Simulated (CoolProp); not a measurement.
C3F8 (R218) along the isobar 1.95 MPa: Z from the reference equation and from simpler models built on Tc = 71.9 °C, pc = 2.640 MPa, ω = 0.317; each cubic takes its own stable root.

Model: reference Helmholtz-energy equation of state, Lemmon 2006, in CoolProp. It is a short technical equation, of lower accuracy than the large ones.

```tsv
T (°C)	phase	reference	Soave-Redlich-Kwong	Peng-Robinson
-105.45	liquid	0.1411	0.1503	0.1338
-78.15	liquid	0.1278	0.1348	0.1197
-50.95	liquid	0.1186	0.1246	0.1104
-23.75	liquid	0.1127	0.1187	0.1050
3.45	liquid	0.1098	0.1171	0.1034
30.75	liquid	0.1110	0.1223	0.1080
85.15	gas	0.7335	0.7384	0.7146
112.35	gas	0.8139	0.8170	0.7949
139.65	gas	0.8636	0.8675	0.8471
166.85	gas	0.8976	0.9026	0.8837
```
